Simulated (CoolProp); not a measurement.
The fluid at 292.36 K and 1.52 MPa flows at 20 m/s in a round tube of 25 mm bore and 15 µm roughness, fully developed (64/Re and Nu = 3.66 if laminar; Colebrook and Gnielinski if turbulent). The same conditions are run with several fluids, on thermodynamics alone (safety and materials aside).

The numbers come from the reference Helmholtz-energy equation of state of each fluid (R22: Kamei 1995; R152A: Outcalt 1996; R245fa: Akasaka 2015; R407C: Lemmon 2003; propane: Lemmon 2009) in CoolProp. Blends and air are pseudo-pure fits.

| fluid | Reynolds number | Darcy friction factor | pressure drop (Pa/m) | heat-transfer coefficient (W/(m² K)) | mass flow (kg/h) |
|---|---|---|---|---|---|
| R22 | 4410000 | 0.0175 | [?] | [?] | 43000 |
| R152A | 2610000 | 0.0176 | [?] | 43500 | 32400 |
| R245fa | [?] | 0.0177 | 192000 | 33000 | 48000 |
| R407C | 3540000 | 0.0175 | [?] | 47900 | 41200 |
| propane | 2410000 | 0.0176 | 70800 | [?] | [?] |

Task: Fill in the missing entries.

Result: 
- R22, pressure drop (Pa/m): 170000
- R22, heat-transfer coefficient (W/(m² K)): 49200
- R152A, pressure drop (Pa/m): 129000
- R245fa, Reynolds number: 1580000
- R407C, pressure drop (Pa/m): 163000
- propane, heat-transfer coefficient (W/(m² K)): 36600
- propane, mass flow (kg/h): 17800

Transport values come from each fluid's own correlations; those of R22, R152A, R245fa are estimates that may be off by 10 % or more.
